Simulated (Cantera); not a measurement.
Cantera run, input and output.

```python
import numpy as np
import cantera as ct

gas = ct.Solution("gri30.yaml")
gas.TPX = 700, 81000, {'CH4': 1, 'CO': 0.15, 'O2': 1.6, 'N2': 6}
flame = ct.FreeFlame(gas, width=0.046)
flame.set_refine_criteria(ratio=3, slope=0.08, curve=0.16)
flame.transport_model = "mixture-averaged"
flame.solve(loglevel=0, auto=True)
z, T = flame.grid, flame.T
thick = (T[-1] - T[0]) / np.gradient(T, z).max()
show = ['CH4', 'CO', 'O2', 'HO2', 'O', 'NO2']
print(f"laminar burning velocity  {flame.velocity[0] * 100:.3f} cm/s")
print(f"burnt temperature         {T[-1]:.1f} K")
print(f"thermal thickness         {thick * 1e3:.4f} mm")
print(f"grid points               {len(z)}")
z0 = z[flame.heat_release_rate.argmax()]
print(f"{'z/mm':>9s}{'T/K':>9s}{'u/(m/s)':>9s}" + "".join(f"{s:>11s}" for s in show))
rows = []
for k in (-3, -2, -1.5, -1, -0.5, -0.25, 0, 0.25, 0.5, 1, 2, 4, 8):
    zz = z0 + k * thick
    rows.append([k * thick, np.interp(zz, z, T), np.interp(zz, z, flame.velocity),
                 *(np.interp(zz, z, flame.X[gas.species_index(s)]) for s in show)])
    print(f"{rows[-1][0] * 1e3:9.3f}{rows[-1][1]:9.1f}{rows[-1][2]:9.3f}" + "".join(f"{x:11.3e}" for x in rows[-1][3:]))
```

Result:

```
laminar burning velocity  164.618 cm/s
burnt temperature         2349.3 K
thermal thickness         0.3839 mm
grid points               147
     z/mm      T/K  u/(m/s)        CH4         CO         O2        HO2          O        NO2
   -1.152    700.2    1.650  1.140e-01  1.711e-02  1.825e-01  2.244e-07  7.787e-12  9.777e-11
   -0.768    702.4    1.661  1.134e-01  1.709e-02  1.817e-01  2.663e-06  1.182e-09  1.424e-09
   -0.576    712.2    1.692  1.120e-01  1.723e-02  1.803e-01  1.328e-05  2.471e-08  8.439e-09
   -0.384    782.1    1.877  1.056e-01  1.905e-02  1.741e-01  5.435e-05  7.075e-07  4.260e-08
   -0.192   1176.4    2.884  7.394e-02  3.473e-02  1.394e-01  1.050e-04  2.719e-05  4.644e-08
   -0.096   1567.6    3.899  4.024e-02  5.619e-02  9.690e-02  1.495e-04  1.641e-04  2.673e-08
    0.000   1923.1    4.839  1.100e-02  7.887e-02  4.971e-02  7.562e-05  6.447e-04  8.231e-09
    0.096   2094.6    5.283  1.350e-03  8.539e-02  2.093e-02  1.246e-05  1.394e-03  2.464e-09
    0.192   2142.2    5.392  1.025e-04  8.067e-02  9.521e-03  2.638e-06  1.885e-03  2.230e-09
    0.384   2167.5    5.431  5.539e-07  7.251e-02  4.272e-03  1.206e-06  1.952e-03  2.585e-09
    0.768   2192.5    5.476  2.458e-10  6.871e-02  3.088e-03  9.264e-07  1.671e-03  2.771e-09
    1.536   2225.2    5.545  1.970e-14  6.811e-02  2.392e-03  7.268e-07  1.282e-03  3.004e-09
    3.071   2265.5    5.630  1.591e-14  6.798e-02  1.609e-03  5.006e-07  8.366e-04  3.381e-09
```

Cantera simulation using GRI-Mech 3.0 (53 species, 325 reactions); the numbers are that mechanism's predictions, not measurements. Burning velocities carry a grid error of a few per cent, more on coarse grids.
